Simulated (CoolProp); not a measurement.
Computed with CoolProp (reference Helmholtz-energy equation of state, Lemmon 2006). It is a short technical equation, of lower accuracy than the large ones.

### Question
Give the vapour pressure (bar), liquid density (kg/m³), enthalpy of vaporisation (kJ/kg), vapour Z of saturated hydrogen sulfide at -17.45, 3.75 °C.

### Answer
```csv
T (°C),p (bar),liquid density (kg/m³),enthalpy of vaporisation (kJ/kg),vapour Z
-17.45,5.96,869,490,0.921
3.75,11.5,825,456,0.876
```
